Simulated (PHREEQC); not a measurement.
Consider water at 25 °C with 0.029 mol/kgw HF and 0.016 mol/kgw H2SiF6. Closed to the air; pH follows from the charge balance.

The numbers come from PHREEQC with the ion-association model, wateq4f.dat.

Each row changes one thing in this solution. No solid was allowed to form.

```csv
case,pH,ionic strength (mol/kgw),HF (mol/kgw),H2F2 (mol/kgw),F- (mol/kgw),HF2- (mol/kgw),SI of Quartz (SiO2)
as made,1.55,0.0488,0.0249,0.00163,0.000735,7.10e-5,-2.78
H2SiF6 from 0.016 to 0.008 mol/kgw,1.81,0.0254,0.0244,0.00156,0.00125,0.000118,-3.47
temperature from 25 to 55 °C,1.56,0.0484,0.0274,0.000630,0.000471,5.70e-5,-0.89
temperature from 25 to 10 °C,1.55,0.0490,0.0232,0.00239,0.000880,6.85e-5,-3.66
temperature from 25 to 15 °C,1.55,0.0489,0.0238,0.00212,0.000832,7.02e-5,-3.37
0.00055 mol/kgw CsOH added,1.56,0.0488,0.0249,0.00163,0.000747,7.21e-5,-2.79
```

At this temperature some constants are extrapolated from 25 °C, and those without enthalpy data are left unchanged. SiF6-2 is the database's only silicon fluoride.
